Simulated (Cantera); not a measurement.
**Silicon etching in halogen gases: Si + SF₆ + NF₃**

Input: 1 mol Si, 1.7 mol SF₆, 2 mol NF₃, equilibrated at 0.00230 bar.

These are equilibrium values from Cantera (NASA tables, ideal gas, pure condensed phases), not measurements of a reactor. Candidate condensed phases: S, Si, Si₃N₄; 29 gas species. The tables' values for SF₃, SF₅ are old estimates; treat these amounts as uncertain. Equilibrium is a limit: real reactors are often held back by kinetics, nucleation or transport.

```
T (K)      x F   x SF₆  x SiF₄   x N₂      x F₂     x SF₄     x NF₃
-----  -------  ------  ------  -----  --------  --------  --------
550    6.78e-5   0.419   0.246  0.168    0.0102    <1e-12     0.157
650    0.00347   0.388   0.228  0.191     0.114    <1e-12    0.0747
750     0.0329   0.358   0.211  0.207     0.185    <1e-12   0.00626
850      0.131   0.338   0.199  0.199     0.133    <1e-12  0.000319
950      0.270   0.313   0.184  0.184    0.0493  2.33e-11   9.97e-6
1050     0.334   0.301   0.177  0.177    0.0103   2.59e-8   1.99e-7
1150     0.347   0.299   0.176  0.176   0.00216   1.14e-5   5.26e-9
1250     0.353   0.295   0.175  0.175  0.000555   0.00195  2.36e-10
1350     0.438   0.191   0.152  0.152  0.000262    0.0670  2.89e-11
1450     0.580  0.0189   0.113  0.113  0.000165     0.169  5.77e-12
```
x: gas mole fraction; nothing condenses.

From 550 K to 1450 K nothing is condensed. The main Si-bearing gas is SiF₄ throughout.
